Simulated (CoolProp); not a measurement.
The numbers come from the reference Helmholtz-energy equation of state, Thol 2017 in CoolProp.

**Question.** Give the vapour pressure (kPa), liquid density (kg/m³), vapour Z of saturated octamethyltrisiloxane (MDM) at 420.6, 432.8, 451.2 K.

**Answer.** 
| T (K) | p (kPa) | liquid density (kg/m³) | vapour Z |
|---|---|---|---|
| 420.6 | 88.7 | 681 | 0.932 |
| 432.8 | 122 | 666 | 0.915 |
| 451.2 | 189 | 642 | 0.884 |
